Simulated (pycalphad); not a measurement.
An equivalent pycalphad script:

```python
from pycalphad import Database, equilibrium, calculate, variables as v
import numpy as np
db = Database('COST507.tdb')
comps = ['Y', 'SI', 'VA']
phases = ['BCC_A2', 'DIAMOND_A4', 'HCP_A3', 'LIQUID', 'SI2Y_H', 'SI2Y_R', 'SI3Y5', 'SI4Y5', 'SI5Y3_H', 'SI5Y3_R', 'SIY']
eq = equilibrium(db, comps, phases, {v.X('SI'): 0.0023, v.T: np.arange(2450, 499, -40), v.P: 101325, v.N: 1}, output=['HM', 'SM'])
```

Source of the numbers: pycalphad with the COST 507 light-alloy database (1999); pressure 1 atm. The data set is of 1999 and partly superseded. Phase fractions are per mole of atoms. Kinetics are ignored, which matters at the lower temperatures.

Results at three of the temperatures:

```
T = 2130.00 K, P = 101325 Pa, N = 1 mol of atoms
G = -167778 J/mol, H = 78122 J/mol, S = 115.45 J/(mol K)  (SER reference)
chemical potentials (J/mol): Y -167318, Si -367284
phase             fraction       x(Y)      x(Si)
LIQUID              1.0000     0.9977     0.0023
```

```
T = 1730.00 K, P = 101325 Pa, N = 1 mol of atoms
G = -123685 J/mol, H = 46425 J/mol, S = 98.33 J/(mol K)  (SER reference)
chemical potentials (J/mol): Y -123350, Si -269242
phase             fraction       x(Y)      x(Si)
HCP_A3              0.9111     1.0000   2.71e-11
LIQUID              0.0889     0.9741     0.0259
```

```
T = 530.00 K, P = 101325 Pa, N = 1 mol of atoms
G = -25906 J/mol, H = 5864 J/mol, S = 59.94 J/(mol K)  (SER reference)
chemical potentials (J/mol): Y -25518, Si -194112
phase             fraction       x(Y)      x(Si)
HCP_A3              0.9939     1.0000      1e-14
SI3Y5               0.0061     0.6250     0.3750
```

Changes of the phase set, refined by bisection:

```tsv
T (°C)	phases above	phases below
1520.2	LIQUID	BCC_A2 + LIQUID
1478.8	BCC_A2 + LIQUID	HCP_A3 + LIQUID
1254.8	HCP_A3 + LIQUID	HCP_A3 + SI3Y5
```

Database names, with the compositions (at.%) that they take in these runs: SI3Y5: Y 62 Si 37. BCC_A2 is bcc; HCP_A3 is hcp.
